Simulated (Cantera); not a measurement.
An adiabatic, constant-pressure homogeneous reactor starts with H₂ : O₂ : N₂ : NO = 1 : 0.278 : 1.58 : 0.0093 (molar parts), at 1800 K and 0.810 bar. Integrator tolerance rtol = 1e-08.

Detailed kinetics in Cantera: GRI-Mech 3.0 (53 species, 325 reactions).

```tsv
quantity	before	after
time of steepest temperature rise	9.15 µs	23.1 µs
temperature at 2.00 s	2808 K	2668 K
equilibrium temperature	2808 K	2668 K
x(H₂) at 2.00 s	0.157 (gas-phase equilibrium 0.157)	0.160 (gas-phase equilibrium 0.160)
x(O₂) at 2.00 s	0.000956 (gas-phase equilibrium 0.000956)	0.000336 (gas-phase equilibrium 0.000336)
x(NO) at 2.00 s	0.00219 (gas-phase equilibrium 0.00219)	0.00107 (gas-phase equilibrium 0.00107)
x(H₂O) at 2.00 s	0.193 (gas-phase equilibrium 0.193)	0.206 (gas-phase equilibrium 0.206)
x(OH) at 2.00 s	0.0130 (gas-phase equilibrium 0.0130)	0.00717 (gas-phase equilibrium 0.00717)
x(NO₂) at 2.00 s	8.87e-8 (gas-phase equilibrium 8.87e-8)	2.89e-8 (gas-phase equilibrium 2.89e-8)
```

Problem. What was changed between the two runs?
A. initial temperature 1800 to 1573 K
B. initial temperature 1800 to 1475 K
C. O2 0.278 to 0.55 parts
D. initial temperature 1800 to 1150 K

Solution. B, initial temperature 1800 to 1475 K
